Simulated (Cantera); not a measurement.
A freely propagating, adiabatic, planar premixed flame of 23.9 % H2, 16.0 % O2, 60.1 % N2, unburnt at 600 K and 101000 Pa; mixture-averaged transport, grid criteria slope 0.08 and curve 0.16, no radiation.

Detailed kinetics in Cantera: the H2/O2 subset of GRI-Mech 3.0, which has no nitrogen chemistry. Burning velocities carry a grid error of a few per cent, more on coarse grids.

x: mole fraction of selected species; z is measured from the peak of heat release.

```csv
z (mm),T (K),u (m/s),x H2,x O2,x O,x HO2,x H2O,x H
-1.32,600,5.78,0.239,0.160,<1e-8,<1e-8,<1e-8,<1e-8
-0.883,600,5.78,0.239,0.160,<1e-8,<1e-8,<1e-8,<1e-8
-0.662,600,5.78,0.239,0.160,<1e-8,1.29e-8,<1e-8,<1e-8
-0.441,600,5.77,0.239,0.160,<1e-8,8.29e-7,4.87e-7,2.57e-8
-0.221,620,5.92,0.232,0.160,(withheld),(withheld),(withheld),(withheld)
-0.110,827,7.70,0.196,0.156,0.000386,0.000207,0.0209,0.00463
0,1233,11.1,0.107,0.119,0.00566,9.90e-5,0.101,0.0253
0.110,1527,13.6,0.0410,0.0719,0.0129,5.09e-5,0.181,0.0363
0.221,1676,14.9,0.0266,0.0581,0.0141,3.48e-5,0.204,0.0319
0.441,1833,16.1,(withheld),0.0530,(withheld),(withheld),0.217,(withheld)
0.883,1983,17.3,0.0181,0.0498,0.00899,1.61e-5,0.229,0.0133
1.77,2113,18.2,0.0128,0.0474,0.00584,9.95e-6,0.241,0.00675
3.53,2211,18.9,0.00774,0.0459,0.00330,6.12e-6,0.252,0.00281
```

### Question
Some entries are withheld; supply them.

### Answer

- -0.221, x O: 1.01e-5
- -0.221, x HO2: 0.000247
- -0.221, x H2O: 0.00105
- -0.221, x H: 0.000140
- 0.441, x H2: 0.0223
- 0.441, x O: 0.0121
- 0.441, x HO2: 2.43e-5
- 0.441, x H: 0.0223
